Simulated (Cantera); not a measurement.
What does this Cantera script print?

```python
import numpy as np
import cantera as ct

gas_names = """
    N NO NO2 NO3 N2 N2O O O2 O3 S SN SO SO2 SO3 S2 S2O S8
""".split()
cond_names = """
    S(cr1) S(cr2) S(L)
""".split()


# ... load() reads the species with a 1 bar reference pressure and builds the phases ...
atoms = {
    'S': {'S': 1},
    'SO2': {'S': 1, 'O': 2},
    'N2': {'N': 2},
}
top_T = {}  # K; cautious upper limits of use, not melting points


# ... equilibrate(T, P, feed) seeds the gas with the atoms and calls Mixture.equilibrate('TP', solver="vcs", rtol=1e-11, max_steps=5000) ...
results = []
feed = {'S': 1, 'SO2': 0.055, 'N2': 0.32}  # mol
T = 2448.15  # K
P = 290  # Pa
mix = equilibrate(T, P, feed)
results.append((T, P, feed, dict(zip(mix.species_names, mix.species_moles))))
print(gas.report(threshold=0.001))
for i in range(1, mix.n_phases):
    print(f"{mix.phase(i).name:16s} {mix.phase_moles(i):12.5e} mol")
```

Result:

```
       temperature   2448.2 K
          pressure   290 Pa
           density   0.00058597 kg/m^3
  mean mol. weight   41.129 kg/kmol
   phase of matter   gas

                          1 kg             1 kmol
                     ---------------   ---------------
          enthalpy         4.729e+06         1.945e+08  J
   internal energy        4.2341e+06        1.7414e+08  J
           entropy            7783.2        3.2012e+05  J/K
    Gibbs function       -1.4326e+07       -5.8919e+08  J
 heat capacity c_p            804.42             33085  J/K
 heat capacity c_v            602.27             24771  J/K

                      mass frac. Y      mole frac. X     chem. pot. / RT
                     ---------------   ---------------   ---------------
                N2           0.20116           0.29533           -34.704
                 O        0.00041188         0.0010588            -22.95
                 S             0.264           0.33867           -16.798
                SO           0.10303          0.088172           -39.748
               SO2         0.0092207         0.0059202           -62.698
                S2            0.4214            0.2703           -33.596
     [  +11 minor]        0.00077977        0.00053957

S(L)              0.00000e+00 mol
```

Equilibrium computed with Cantera from the NASA thermochemical tables; the gas is ideal and each condensed phase is pure.
